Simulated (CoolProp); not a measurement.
The fluid at 506.63 K and 1.08 MPa is throttled through a valve to 0.471 MPa with no heat exchange. The same conditions are run with several fluids, on thermodynamics alone (safety and materials aside).

Values from CoolProp's reference Helmholtz-energy equation of state of each fluid (tetrahydrofuran: Fiedler 2023; ethane: Bücker 2006; cis-2-butene: Lemmon 2005; n-butane: Bücker 2006; n-hexane: Thol 2019).

```
fluid            temperature change (K)  final density (kg/m³)
---------------  ----------------------  ---------------------
tetrahydrofuran                       ?                      ?
ethane                             -1.6                   3.39
cis-2-butene                          ?                      ?
n-butane                           -3.1                   6.70
n-hexane                              ?                      ?
```

Question: What belongs in the gaps?

Answer: 
- tetrahydrofuran, temperature change (K): -5.4
- tetrahydrofuran, final density (kg/m³): 8.48
- cis-2-butene, temperature change (K): -3.6
- cis-2-butene, final density (kg/m³): 6.48
- n-hexane, temperature change (K): -5.5
- n-hexane, final density (kg/m³): 10.4
